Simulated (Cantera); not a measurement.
Equilibrium for silicon oxide and oxynitride deposition: TEOS + NO + H2

Feed: 1 mol TEOS, a varied amount of NO, 0.49 mol H2, at 2048 K and 21.0 Pa.

Cantera equilibrium calculation (NASA polynomials, part measured and part estimated; ideal gas, pure solids and liquids). Candidate condensed phases: C, C6H6, C7H8, C8H18, H2O, Si, SiC, SiO2, Si2N2O, Si3N4; 151 gas species. The feed counts by its element totals alone. The tables' values for SiO2, SiN are old estimates; treat these amounts as uncertain. The numbers say what is thermodynamically allowed, not how fast it happens.

| n(NO) (mol) | x H2 | x CO | x N2 | x H2O | x H | x CO2 | x SiO | x Si | x OH | n C(graphite) | n SiC(s) |
|---|---|---|---|---|---|---|---|---|---|---|---|
| 0.65 | 0.562 | 0.273 | 0.0183 | 3.13e-9 | 0.116 | 3.19e-10 | 0.00283 | 0.0235 | 7.03e-11 | 2.79 | 0.506 |
| 0.91 | 0.548 | 0.281 | 0.0252 | 3.15e-9 | 0.114 | 3.39e-10 | 0.00292 | 0.0235 | 7.15e-11 | 2.53 | 0.492 |
| 1.3 | 0.528 | 0.293 | 0.0350 | 3.16e-9 | 0.112 | 3.69e-10 | 0.00304 | 0.0235 | 7.32e-11 | 2.16 | 0.472 |
| 1.8 | 0.504 | 0.307 | 0.0467 | 3.16e-9 | 0.110 | 4.05e-10 | 0.00319 | 0.0235 | 7.50e-11 | 1.68 | 0.446 |
| 2.6 | 0.470 | 0.327 | 0.0635 | 3.15e-9 | 0.106 | 4.60e-10 | 0.00340 | 0.0235 | 7.72e-11 | 0.914 | 0.404 |
| 3.6 | 0.434 | 0.349 | 0.0818 | 3.21e-9 | 0.102 | 5.43e-10 | 0.00392 | 0.0244 | 8.21e-11 | 0 | 0.325 |
| 5.2 | 0.396 | 0.343 | 0.112 | 0.00709 | 0.0972 | 0.00129 | 0.0431 | 1.11e-7 | 0.000190 | 0 | 0 |
| 7.3 | 0.313 | 0.314 | 0.151 | 0.0760 | 0.0864 | 0.0160 | 0.0412 | 7.84e-9 | 0.00229 | 0 | 0 |
| 10 | 0.222 | 0.275 | 0.196 | 0.149 | 0.0729 | 0.0388 | 0.0391 | 2.68e-9 | 0.00533 | 0 | 0 |
| 15 | 0.104 | 0.192 | 0.266 | 0.238 | 0.0499 | 0.0921 | 0.0353 | 7.15e-10 | 0.0124 | 0 | 0 |
x: gas mole fraction; n: condensed amount in mol.

From 0.65 mol NO to 2.6 mol NO the condensed part is C(graphite) + SiC(s). At 3.6 mol NO the condensed part is SiC(s). From 5.2 mol NO to 15 mol NO nothing is condensed. The main Si-bearing gas is Si at 0.65 mol NO and SiO at 15 mol NO.
